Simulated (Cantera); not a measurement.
Charge: 1 mol Mg(OH)2, 4.1 mol H2, equilibrated at 0.410 bar.

Cantera equilibrium calculation (NASA polynomials, part measured and part estimated; ideal gas, pure solids and liquids). Candidate condensed phases: H2O, Mg, MgO, Mg(OH)2; 15 gas species. The numbers say what is thermodynamically allowed, not how fast it happens. All values below are at 1300 K.

Base state: H2 0.804, H2O 0.196 (mole fractions); condensed: MgO(s).

### Question
What changes in the equilibrium state with this change: 0.0073 mol Cl2 added?

### Answer
```tsv
species	before	after
H2	0.804	0.801
H2O	0.196	0.196
HCl	0	0.00286
MgO(s), mol	1.00	1.00
```
Further candidate phases: MgCl2.
